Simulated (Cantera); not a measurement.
# Carbothermic reduction: Ta2O5 + C + CO

Input: 1 mol Ta2O5, 5 mol C, 0.017 mol CO, equilibrated at 0.000150 bar.

Equilibrium computed with Cantera from the NASA thermochemical tables; the gas is ideal and each condensed phase is pure. Candidate condensed phases: C, Ta, TaC, Ta2O5; 15 gas species. Mutual solubility and eutectic melting of coexisting phases are not modelled. TaC: taken at fixed stoichiometry. Condensed phases not in the tables: Ta2C, N, O or C dissolved in the metal. The numbers say what is thermodynamically allowed, not how fast it happens.

```
T (K)   x CO     x CO2    x TaO2     x TaO       x O  n TaC(s)  n Ta2O5(s)  n Ta(s)
-----  -----  --------  --------  --------  --------  --------  ----------  -------
1248   1.000  0.000173    <1e-12    <1e-12    <1e-12      1.43       0.286        0
1298   1.000  0.000172  7.23e-12    <1e-12    <1e-12      1.43       0.286        0
1348   1.000  0.000170  6.94e-11  1.16e-12    <1e-12      1.43       0.286        0
1398   1.000  0.000169  5.63e-10  1.35e-11    <1e-12      1.43       0.286        0
1448   1.000  0.000169   3.94e-9  1.32e-10  4.79e-12      1.43       0.286        0
1498   1.000  0.000168   2.41e-8   1.11e-9  2.10e-11      1.43       0.286        0
1548   1.000  0.000167   1.31e-7   8.10e-9  8.36e-11      1.43       0.286        0
1598   1.000  0.000167   6.37e-7   5.20e-8  3.05e-10      1.43       0.286        0
1648   1.000  0.000166   2.81e-6   2.98e-7   1.03e-9      1.43       0.286        0
1698   1.000  0.000166   1.13e-5   1.53e-6   3.24e-9      1.43       0.286        0
1748   1.000  0.000165   4.19e-5   7.16e-6   9.54e-9      1.43       0.286        0
1798   1.000  0.000134   7.83e-5   2.04e-5   2.16e-8   0.00156           0     2.00
1848   1.000   7.79e-5   4.90e-5   2.72e-5   3.28e-8   0.00102           0     2.00
```
x: gas mole fraction; n: condensed amount in mol.

From 1248 K to 1748 K the condensed part is TaC(s) + Ta2O5(s). From 1798 K to 1848 K the condensed part is Ta(s) + TaC(s).
